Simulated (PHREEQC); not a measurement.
Solution (25 °C and 300 atm): 4.3 mmol/kgw H2SO4, 0.41 mmol/kgw FeSO4 and 0.049 mmol/kgw MgSO4. Closed to the air; pH follows from the charge balance.

The numbers come from PHREEQC with the Pitzer model, pitzer.dat.

| quantity | before | after |
|---|---|---|
| pH | 2.18 | 2.17 |
| ionic strength (mol/kgw) | 0.0124 | 0.0129 |
| SO4-2 (mol/kgw) | 0.00357 | 0.00386 |
| HSO4- (mol/kgw) | 0.00119 | 0.000894 |
| SI of Epsomite (MgSO4:7H2O) | -5.48 | -5.33 |
| SI of Hexahydrite (MgSO4:6H2O) | -5.78 | -5.79 |

Q: Which change was made?
(A) 0.00014 mol/kgw Na2CO3 added
(B) temperature from 25 to 50 °C
(C) temperature from 25 to 65 °C
(D) temperature from 25 to 10 °C
(E) 0.0054 mol/kgw NaCl added

A: D, temperature from 25 to 10 °C

This is a speciation only: nothing precipitates in the calculation. Under pressure, the constants of complexes without a molar volume in the database are unreliable. Constants without temperature data keep their 25 °C values here.
